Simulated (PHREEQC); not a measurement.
Dissolve 1.5 mmol/kgw H3PO4, 9.2 mmol/kgw NaOH and 36 mmol/kgw NaCl at 35 °C and 50 atm. Closed to the air; pH follows from the charge balance.

Equilibrium calculation in PHREEQC: ion-association model, phreeqc.dat.

This is a speciation only: nothing precipitates in the calculation.

**Question.** Order these P species by the share of P that they hold, largest first: HPO4-2, NaHPO4-, PO4-3.

**Answer.** HPO4-2 (72 %), PO4-3 (26 %), NaHPO4- (2.8 %)

The pH is 11.34 and the ionic strength 0.0474 mol/kgw. Under pressure, the constants of complexes without a molar volume in the database are unreliable.
